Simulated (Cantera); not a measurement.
Charge: 1 mol C2H2, 0.47 mol CO2, 13 mol N2, held at 0.00160 bar.

These are equilibrium values from Cantera (NASA tables, ideal gas, pure condensed phases), not measurements of a reactor. Candidate condensed phases: C, C6H6, C7H8, C8H18, H2O; 136 gas species. The numbers say what is thermodynamically allowed, not how fast it happens.

Q: At 1248 K, list the 4 most abundant gas species with their mole fractions, and the condensed phases.

A: N2 0.870, H2 0.0669, CO 0.0629, HCN 3.00e-5. Condensed: C(graphite).
